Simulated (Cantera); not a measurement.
A Cantera script and what it prints.

```python
import numpy as np
import cantera as ct

gas_names = """
    C CO COS CO2 CS CS2 C2 C2O C3 C3O2 C4 C5 Fe FeC5O5 FeO O O2 O3 S SO SO2 SO3 S2 S2O S8
""".split()
cond_names = """
    C(gr) Fe(a) Fe(c) Fe(d) Fe(L) FeC5O5(L) FeO(s) FeO(L) FeS(a) FeS(b) FeS(c) FeS(L) FeSO4(s) FeS2(s)
    Fe2O3(s) Fe2S3O12(s) Fe3O4(s) S(cr1) S(cr2) S(L)
""".split()


# ... load() reads the species with a 1 bar reference pressure and builds the phases ...
atoms = {
    'FeS': {'Fe': 1, 'S': 1},
    'O2': {'O': 2},
    'CO2': {'C': 1, 'O': 2},
}
top_T = {'C(gr)': 4500, 'FeSO4(s)': 950, 'FeS2(s)': 1010, 'Fe2O3(s)': 1830, 'Fe2S3O12(s)': 1100, 'Fe3O4(s)': 1870}  # K; cautious upper limits of use, not melting points


# ... equilibrate(T, P, feed) seeds the gas with the atoms and calls Mixture.equilibrate('TP', solver="vcs", rtol=1e-11, max_steps=5000) ...
results = []
feed = {'FeS': 1, 'O2': 0.53, 'CO2': 0.91}  # mol
T = 1425  # K
P = 680000  # Pa
mix = equilibrate(T, P, feed)
results.append((T, P, feed, dict(zip(mix.species_names, mix.species_moles))))
x = sorted(zip(gas.X, gas.species_names), reverse=True)
print(f"T = {T:g} K  P = {P:g} Pa  gas = {mix.phase_moles(0):.4g} mol")
print("   x: " + "  ".join(f"{s} {v:.3e}" for v, s in x if v > 1e-05))
print("   condensed (mol): " + ("  ".join(f"{mix.phase(i).name} {mix.phase_moles(i):.4g}"
      for i in range(1, mix.n_phases) if mix.phase_moles(i) > 1e-12) or "none"))
```

It prints:

```
T = 1425 K  P = 680000 Pa  gas = 1.243 mol
   x: CO2 7.034e-01  SO2 2.429e-01  CO 2.679e-02  S2 2.219e-02  S2O 2.324e-03  COS 1.819e-03  SO 6.067e-04
   condensed (mol): FeS(c) 0.634  Fe3O4(s) 0.122
```

Equilibrium computed with Cantera from the NASA thermochemical tables; the gas is ideal and each condensed phase is pure. Mutual solubility and eutectic melting of coexisting phases are not modelled. FeS: taken at fixed stoichiometry.
